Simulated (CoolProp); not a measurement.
The fluid at 494.33 K and 8.16 MPa flows at 1.1 m/s in a round tube of 2 mm bore and 15 µm roughness, fully developed (64/Re and Nu = 3.66 if laminar; Colebrook and Gnielinski if turbulent). The same conditions are run with several fluids, on thermodynamics alone (safety and materials aside).

Model: reference Helmholtz-energy equation of state of each fluid (R407C: Lemmon 2003; R410A: Lemmon 2003; R404A: Lemmon 2003; sulfur hexafluoride: Guder 2009), in CoolProp. Blends and air are pseudo-pure fits.

| fluid | Reynolds number | Darcy friction factor | pressure drop (Pa/m) | heat-transfer coefficient (W/(m² K)) | mass flow (kg/h) |
|---|---|---|---|---|---|
| R407C | 17200 | (withheld) | 2410 | 1390 | (withheld) |
| R410A | 15000 | 0.0387 | 1970 | 1120 | (withheld) |
| R404A | 19300 | 0.0379 | 2700 | 1590 | (withheld) |
| sulfur hexafluoride | 24000 | (withheld) | 3670 | 1720 | 4.05 |

Question: Some entries are withheld; supply them.

Answer: 
- R407C, Darcy friction factor: 0.0382
- R407C, mass flow (kg/h): 2.59
- R410A, mass flow (kg/h): 2.09
- R404A, mass flow (kg/h): 2.93
- sulfur hexafluoride, Darcy friction factor: 0.0373

Transport values come from each fluid's own correlations.
